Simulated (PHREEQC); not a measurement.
Dissolve 56 mmol/kgw K2CO3, 4.4 mmol/kgw KNO3 and 0.008 mmol/kgw CO2 at 20 °C. Closed to the air; pH follows from the charge balance.

The numbers come from PHREEQC with the ion-association model, phreeqc.dat.

No solid was allowed to form.

Question: Predict the pH, density.

Answer: pH 11.38; density 1.005 g/cm³.

Question: In which forms is C present?

Answer: CO3-2 96 %, HCO3- 4.1 % of the C.

Complexes and solids missing from the database can't appear.
